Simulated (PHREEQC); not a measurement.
A solution holds 0.0045 mol HF and 0.00023 mol CuCl2 per kg of water, at 10 °C. Closed to the air; pH follows from the charge balance.

Computed with PHREEQC (ion-association model, wateq4f.dat).

No solid was allowed to form.

### Question
Order these F species by the share of F that they hold, largest first: F-, CuF+, HF2-, H2F2, HF.

### Answer
HF (62 %), F- (36 %), H2F2 (1.5 %), HF2- (0.66 %), CuF+ (0.10 %)

The pH is 2.81 and the ionic strength 0.00232 mol/kgw. Constants without temperature data keep their 25 °C values here.
